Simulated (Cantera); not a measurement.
Feed: 1 mol MgF2, 0.5 mol N2, equilibrated at 1673.15 K and 0.000170 bar.

Method: chemical equilibrium by Gibbs-energy minimisation in Cantera with the NASA 1993 tables (ideal gas, pure condensed phases). Candidate condensed phases: Mg, MgF2; 13 gas species. Rates play no part.

Base state: MgF2 0.666, N2 0.333, F 0.000168, MgF 0.000165, Mg2F4 4.64e-5 (mole fractions); condensed: gas only.

**Question.** What changes in the equilibrium state with this change: temperature from 1673.15 K to 950 K?

**Answer.** 
```csv
species,before,after
N2,0.333,1.00
MgF2,0.666,7.56e-9
F,0.000168,<1e-9
MgF,0.000165,<1e-9
Mg2F4,4.64e-5,<1e-9
"MgF2(s), mol",0,1.00
```
